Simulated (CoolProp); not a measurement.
Decamethylcyclopentasiloxane (D5) along the isotherm 620 K: fugacity coefficient from the reference equation and from simpler models built on Tc = 618.3 K, pc = 1.078 MPa, ω = 0.631; each cubic takes its own stable root.

The numbers come from the reference Helmholtz-energy equation of state, Thol 2019 in CoolProp.

```
p (MPa)          phase  reference
-------  -------------  ---------
0.599              gas     0.8089
1.2      supercritical     0.6025
1.8      supercritical     0.4396
2.39     supercritical     0.3588
2.99     supercritical     0.3102
3.59     supercritical     0.2787
4.19     supercritical     0.2571
4.79     supercritical     0.2418
5.39     supercritical     0.2307
```

How far does each simpler model (van der Waals, Soave-Redlich-Kwong, Peng-Robinson) lie from the reference over these 9 states: mean and median of the absolute difference, and the worst?


- van der Waals: mean 20.9 %, median 21.3 %, worst +37.8 % at 620 K and 5.39 MPa
- Soave-Redlich-Kwong: mean 8.3 %, median 9.1 %, worst +13.6 % at 620 K and 5.39 MPa
- Peng-Robinson: mean 1.7 %, median 1.9 %, worst +2.6 % at 620 K and 5.39 MPa
